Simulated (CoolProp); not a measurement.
Properties of n-nonane at several states (Tc = 321.4 °C, pc = 2282 kPa, ω = 0.443).

Computed with CoolProp (reference Helmholtz-energy equation of state, Lemmon 2006). It is a short technical equation, of lower accuracy than the large ones.

| T (°C) | p (kPa) | phase | density (kg/m³) | cv (kJ/(kg K)) | isothermal compressibility (1/MPa) | viscosity (µPa s) |
|---|---|---|---|---|---|---|
| 227.85 | 950 | liquid | 530.4 | 2.562 | … | 119 |
| 42.35 | 179 | liquid | … | 1.846 | 0.001354 | … |
| 252.55 | 4150 | liquid | 516.9 | 2.649 | 0.01013 | 108 |
| 273.55 | 1100 | gas | … | … | 1.543 | 10.2 |

Q: Complete the blanks.

A: 
- 227.85, isothermal compressibility (1/MPa): 0.009485
- 42.35, density (kg/m³): 700.4
- 42.35, viscosity (µPa s): 532
- 273.55, density (kg/m³): 45.08
- 273.55, cv (kJ/(kg K)): 2.713

Viscosity comes from a separate model (Huber 2004).
